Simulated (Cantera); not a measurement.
An isothermal, constant-pressure homogeneous reactor starts with NO : N2 = 1 : 10 (molar parts), at 2100 K and 1.00 bar. Integrator tolerance rtol = 1e-08.

Model: GRI-Mech 3.0 (53 species, 325 reactions), integrated in Cantera.

| quantity | before | after |
|---|---|---|
| x(NO) at 3.00 s | 0.00682 (gas-phase equilibrium 0.00496) | 0.0761 (gas-phase equilibrium 0.00228) |
| x(O2) at 3.00 s | 0.0419 (gas-phase equilibrium 0.0428) | 0.00737 (gas-phase equilibrium 0.0443) |
| x(O) at 3.00 s | 0.000286 (gas-phase equilibrium 0.000289) | 1.40e-5 (gas-phase equilibrium 3.19e-5) |
| x(N2O) at 3.00 s | 3.12e-7 (gas-phase equilibrium 3.04e-7) | 2.54e-6 (gas-phase equilibrium 1.44e-7) |
| x(NO2) at 3.00 s | 4.48e-6 (gas-phase equilibrium 3.29e-6) | 3.60e-5 (gas-phase equilibrium 2.50e-6) |
| x(N2) at 3.00 s | 0.951 (gas-phase equilibrium 0.952) | 0.916 (gas-phase equilibrium 0.953) |

### Question
Which change was made?
A. temperature 2100 to 1823 K
B. pressure from 1.00 bar to 0.640 bar
C. pressure from 1.00 bar to 90.0 Torr
D. N2 10 to 1.3 parts

### Answer
A, temperature 2100 to 1823 K
